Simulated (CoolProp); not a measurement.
Properties of octamethyltrisiloxane (MDM) along the isobar 691 kPa.

The numbers come from the reference Helmholtz-energy equation of state, Thol 2017 in CoolProp.

```json
[
 {"T (K)": "300.6", "phase": "liquid", "speed of sound (m/s)": "913.3", "Joule-Thomson coefficient (K/MPa)": "-0.4340", "isothermal compressibility (1/MPa)": "0.001784", "expansivity (1/kK)": "1.226"},
 {"T (K)": "316.4", "phase": "liquid", "speed of sound (m/s)": "…", "Joule-Thomson coefficient (K/MPa)": "…", "isothermal compressibility (1/MPa)": "0.002044", "expansivity (1/kK)": "…"},
 {"T (K)": "332.1", "phase": "liquid", "speed of sound (m/s)": "808.0", "Joule-Thomson coefficient (K/MPa)": "…", "isothermal compressibility (1/MPa)": "0.002353", "expansivity (1/kK)": "1.315"},
 {"T (K)": "347.9", "phase": "liquid", "speed of sound (m/s)": "756.6", "Joule-Thomson coefficient (K/MPa)": "-0.3592", "isothermal compressibility (1/MPa)": "0.002731", "expansivity (1/kK)": "1.370"},
 {"T (K)": "363.6", "phase": "liquid", "speed of sound (m/s)": "706.3", "Joule-Thomson coefficient (K/MPa)": "-0.3290", "isothermal compressibility (1/MPa)": "0.003190", "expansivity (1/kK)": "…"},
 {"T (K)": "379.4", "phase": "liquid", "speed of sound (m/s)": "656.5", "Joule-Thomson coefficient (K/MPa)": "-0.2946", "isothermal compressibility (1/MPa)": "0.003766", "expansivity (1/kK)": "1.509"},
 {"T (K)": "395.1", "phase": "liquid", "speed of sound (m/s)": "607.8", "Joule-Thomson coefficient (K/MPa)": "-0.2552", "isothermal compressibility (1/MPa)": "0.004488", "expansivity (1/kK)": "1.597"},
 {"T (K)": "410.9", "phase": "liquid", "speed of sound (m/s)": "…", "Joule-Thomson coefficient (K/MPa)": "-0.2084", "isothermal compressibility (1/MPa)": "0.005425", "expansivity (1/kK)": "1.704"},
 {"T (K)": "426.6", "phase": "liquid", "speed of sound (m/s)": "511.6", "Joule-Thomson coefficient (K/MPa)": "-0.1519", "isothermal compressibility (1/MPa)": "0.006652", "expansivity (1/kK)": "1.836"},
 {"T (K)": "442.4", "phase": "liquid", "speed of sound (m/s)": "464.0", "Joule-Thomson coefficient (K/MPa)": "-0.08061", "isothermal compressibility (1/MPa)": "0.008331", "expansivity (1/kK)": "2.003"},
 {"T (K)": "458.1", "phase": "liquid", "speed of sound (m/s)": "416.7", "Joule-Thomson coefficient (K/MPa)": "0.01192", "isothermal compressibility (1/MPa)": "0.01068", "expansivity (1/kK)": "2.219"},
 {"T (K)": "473.9", "phase": "liquid", "speed of sound (m/s)": "368.7", "Joule-Thomson coefficient (K/MPa)": "0.1398", "isothermal compressibility (1/MPa)": "0.01420", "expansivity (1/kK)": "2.517"},
 {"T (K)": "489.6", "phase": "liquid", "speed of sound (m/s)": "319.9", "Joule-Thomson coefficient (K/MPa)": "0.3270", "isothermal compressibility (1/MPa)": "0.01980", "expansivity (1/kK)": "…"},
 {"T (K)": "505.4", "phase": "liquid", "speed of sound (m/s)": "268.4", "Joule-Thomson coefficient (K/MPa)": "0.6367", "isothermal compressibility (1/MPa)": "0.03000", "expansivity (1/kK)": "3.655"}
]
```

**Question.** Fill in the missing entries.

**Answer.** 
- 316.4, speed of sound (m/s): 860.0
- 316.4, Joule-Thomson coefficient (K/MPa): -0.4113
- 316.4, expansivity (1/kK): 1.268
- 332.1, Joule-Thomson coefficient (K/MPa): -0.3866
- 363.6, expansivity (1/kK): 1.434
- 410.9, speed of sound (m/s): 559.3
- 489.6, expansivity (1/kK): 2.948
